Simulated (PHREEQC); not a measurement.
1 kg of water holding 0.19 mol NaOH meets 20 L of dry gas (H2 0.58, N2 0.42 by moles) at fixed total pressure, at 50 °C; fugacities by Peng-Robinson. The gases take part in no redox reaction, some water evaporates into the gas, and hydrates or a liquid gas phase aren't modelled. No solid was allowed to form.

The numbers come from PHREEQC with the ion-association model, phreeqc.dat.

| P (atm) | dissolved H2 (mol/kgw) | φ of H2 | p of H2 (atm) | dissolved N2 (mol/kgw) |
|---|---|---|---|---|
| 2 | 0.000761 | 1.001 | 1.09 | 0.000388 |
| 5 | 0.00197 | 1.002 | 2.83 | 0.00100 |
| 10 | 0.00398 | ? | 5.73 | 0.00202 |
| 20 | 0.00794 | ? | 11.5 | 0.00402 |
| 30 | 0.0118 | ? | 17.3 | 0.00597 |
| 40 | 0.0157 | 1.013 | 23.1 | 0.00787 |
| 50 | 0.0195 | ? | 28.9 | 0.00974 |
| 75 | 0.0287 | ? | 43.4 | 0.0142 |
| 100 | 0.0376 | ? | 57.9 | 0.0185 |
| 150 | 0.0545 | 1.054 | 86.9 | 0.0264 |
| 200 | 0.0703 | ? | 116 | 0.0337 |
| 300 | 0.0988 | 1.121 | 174 | 0.0467 |
| 400 | 0.124 | 1.172 | 232 | 0.0582 |

Fill in the missing entries.


- 10, φ of H2: 1.003
- 20, φ of H2: 1.006
- 30, φ of H2: 1.010
- 50, φ of H2: 1.016
- 75, φ of H2: 1.025
- 100, φ of H2: 1.034
- 200, φ of H2: 1.075

Complexes and solids missing from the database can't appear. At this temperature some constants are extrapolated from 25 °C, and those without enthalpy data are left unchanged.
